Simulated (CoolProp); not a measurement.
Vapour-liquid equilibrium of R142b (1) + R113 (2) at 0.329 MPa; x and y are mole fractions of (1).

The numbers come from the multi-fluid Helmholtz-energy mixture model, Lemmon 2006 and Marx 1992; pair parameters Bell 2016 in CoolProp.

```tsv
x	bubble temperature (K)	y at the bubble point	dew temperature at overall composition x (K)	liquid density (mol/L)
0.05	353.3	0.215	359.7	7.682
0.125	342.9	0.440	356.9	7.965
0.2	334.7	0.588	353.9	8.230
0.275	328.0	0.688	350.7	8.484
0.35	322.6	0.759	347.3	8.730
0.425	318.1	0.811	343.7	8.975
0.5	314.3	0.851	339.8	9.220
0.575	311.0	0.883	335.5	9.469
0.65	308.1	0.909	330.7	9.725
0.725	305.5	0.932	325.3	9.990
0.8	303.1	0.952	319.1	10.27
0.875	300.9	0.971	311.9	10.56
0.95	298.7	0.989	303.4	10.86
```

No azeotrope shows between x = 0.05 and 0.95.

Pair parameters are fitted to limited data, so mixtures are less certain than the pure fluids.
